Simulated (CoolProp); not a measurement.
R1234ze(Z) along the isobar 7.23 MPa: fugacity coefficient from the reference equation and from simpler models built on Tc = 423.3 K, pc = 3.531 MPa, ω = 0.327; each cubic takes its own stable root.

Values from CoolProp's reference Helmholtz-energy equation of state, Akasaka 2019.

```tsv
T (K)	phase	reference	van der Waals	Redlich-Kwong	Soave-Redlich-Kwong	Peng-Robinson
297.7	liquid	0.02931	0.1347	0.05675	0.03166	0.03036
310.6	liquid	0.04360	0.1599	0.07754	0.04743	0.04527
323.6	liquid	0.06239	0.1873	0.1026	0.06825	0.06492
336.5	liquid	0.08582	0.2161	0.1314	0.09429	0.08947
349.5	liquid	0.1145	0.2466	0.1643	0.1262	0.1196
362.4	liquid	0.1482	0.2781	0.2003	0.1636	0.1548
375.3	liquid	0.1868	0.3106	0.2393	0.2063	0.1951
388.3	liquid	0.2303	0.3441	0.2810	0.2542	0.2404
401.2	liquid	0.2776	0.3778	0.3241	0.3058	0.2892
414.1	liquid	0.3280	0.4117	0.3683	0.3603	0.3408
427.1	supercritical	0.3809	0.4457	0.4131	0.4166	0.3942
440	supercritical	0.4340	0.4791	0.4570	0.4721	0.4470
```
